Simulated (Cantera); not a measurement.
# Si + Cl2 + H2 (chlorosilane synthesis and conversion)

Charge: 1 mol Si, a varied amount of Cl2, 0.31 mol H2, at 700 °C and 75.0 Torr.

Method: chemical equilibrium by Gibbs-energy minimisation in Cantera with the NASA 1993 tables (ideal gas, pure condensed phases). Candidate condensed phases: Si; 19 gas species. The tables' values for SiCl3 are old estimates; treat these amounts as uncertain. The numbers say what is thermodynamically allowed, not how fast it happens.

From 0.5 mol Cl2 to 1.7 mol Cl2 the condensed part is Si(s). From 2 mol Cl2 to 2.4 mol Cl2 nothing is condensed. The main Si-bearing gas is SiCl4 throughout.

| n(Cl2) (mol) | x SiCl4 | x H2 | x HCl | x SiHCl3 | x Cl2 | n Si(s) |
|---|---|---|---|---|---|---|
| 0.5 | 0.394 | 0.517 | 0.0172 | 0.0664 | <1e-12 | 0.742 |
| 0.74 | 0.490 | 0.417 | 0.0163 | 0.0703 | <1e-12 | 0.620 |
| 0.99 | 0.561 | 0.346 | 0.0154 | 0.0709 | <1e-12 | 0.492 |
| 1.2 | 0.607 | 0.302 | 0.0147 | 0.0702 | <1e-12 | 0.386 |
| 1.5 | 0.657 | 0.254 | 0.0137 | 0.0684 | <1e-12 | 0.233 |
| 1.7 | 0.683 | 0.230 | 0.0132 | 0.0669 | <1e-12 | 0.132 |
| 2 | 0.732 | 0.207 | 0.0307 | 0.0277 | <1e-12 | 0 |
| 2.2 | 0.661 | 0.0718 | 0.266 | 0.00100 | 1.55e-11 | 0 |
| 2.4 | 0.585 | 3.94e-11 | 0.363 | <1e-12 | 0.0525 | 0 |
x: gas mole fraction; n: condensed amount in mol.
